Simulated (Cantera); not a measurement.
Cantera with NASA thermochemical tables; ideal gases at 1 bar, condensed phases pure. Values are per mole of reaction as written; species without (g) are pure solids or liquids, kept so even where they would boil at 1 bar. TaC: taken at fixed stoichiometry.

4 H2O2(g) + 4 TaC → 4 TaO2(g) + C2H2(g) + C2H6(g)

```tsv
T (K)	ΔH° (kJ)	ΔS° (J/K)	ΔG° (kJ)	log10 K
300	462.5	443.3	329.6	-57.38
1373	___	___	___	___
1473	411.8	374.2	-139.4	4.94
1573	406.8	370.9	-176.6	5.87
1673	401.6	367.7	-213.6	6.67
1773	___	___	___	___
1873	390.4	361.4	-286.5	7.99
1973	384.5	358.3	-322.5	8.54
2073	___	___	___	___
```

### Question
Some entries are withheld; supply them.

### Answer

- 1373, ΔH° (kJ): 416.5
- 1373, ΔS° (J/K): 377.5
- 1373, ΔG° (kJ): -101.8
- 1373, log10 K: 3.87
- 1773, ΔH° (kJ): 396.1
- 1773, ΔS° (J/K): 364.5
- 1773, ΔG° (kJ): -250.2
- 1773, log10 K: 7.37
- 2073, ΔH° (kJ): 378.3
- 2073, ΔS° (J/K): 355.2
- 2073, ΔG° (kJ): -358.1
- 2073, log10 K: 9.02
